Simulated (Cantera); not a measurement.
A perfectly stirred reactor is fed with CO : O₂ : H₂O : N₂ = 0.0032 : 0.04 : 0.0031 : 1 (molar parts), at 5.80 bar; it is held at 1475 K, and followed from long to short residence time.

Detailed kinetics in Cantera: GRI-Mech 3.0 (53 species, 325 reactions).

**Question.** What does this change do: temperature 1475 to 1025 K?

**Answer.** 
| quantity | before | after |
|---|---|---|
| x(CO) at τ = 4.40 s | 5.39e-6 | 0.00126 |
| x(O₂) at τ = 4.40 s | 0.0368 | 0.0374 |
| x(H₂O) at τ = 4.40 s | 0.00296 | 0.00296 |
| x(CO₂) at τ = 4.40 s | 0.00306 | 0.00180 |
| x(OH) at τ = 4.40 s | 7.60e-6 | 1.56e-8 |
| x(CO) at τ = 15.0 ms | 0.000314 | 0.00306 |
| x(O₂) at τ = 15.0 ms | 0.0369 | 0.0382 |
| x(H₂O) at τ = 15.0 ms | 0.00295 | 0.00296 |
| x(CO₂) at τ = 15.0 ms | 0.00275 | 1.34e-6 |
| x(OH) at τ = 15.0 ms | 3.39e-5 | 1.08e-9 |
